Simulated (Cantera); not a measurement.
A closed system holds: 1 mol Cr2O3, 1.2 mol H2, 1.5 mol N2, equilibrated at 0.0100 bar.

Equilibrium computed with Cantera from the NASA thermochemical tables; the gas is ideal and each condensed phase is pure. Candidate condensed phases: Cr, CrN, Cr2N, Cr2O3, H2O; 29 gas species. Equilibrium is a limit: real reactors are often held back by kinetics, nucleation or transport.

Task: What share of the Cr ends up in condensed phases as a function of T (°C), at 1400, 1450, 1500, 1550, 1600, 1650, 1700, 1750, 1800?

Result: 
```json
[
 {"T (°C)": "1400", "Cr condensed (%)": "99.8", "as": "Cr2O3(s)"},
 {"T (°C)": "1450", "Cr condensed (%)": "99.8", "as": "Cr2O3(s)"},
 {"T (°C)": "1500", "Cr condensed (%)": "99.6", "as": "Cr2O3(s)"},
 {"T (°C)": "1550", "Cr condensed (%)": "99.4", "as": "Cr2O3(s)"},
 {"T (°C)": "1600", "Cr condensed (%)": "99.1", "as": "Cr2O3(s)"},
 {"T (°C)": "1650", "Cr condensed (%)": "98.7", "as": "Cr2O3(s)"},
 {"T (°C)": "1700", "Cr condensed (%)": "98.2", "as": "Cr2O3(s)"},
 {"T (°C)": "1750", "Cr condensed (%)": "97.4", "as": "Cr2O3(s)"},
 {"T (°C)": "1800", "Cr condensed (%)": "96.5", "as": "Cr2O3(s)"}
]
```
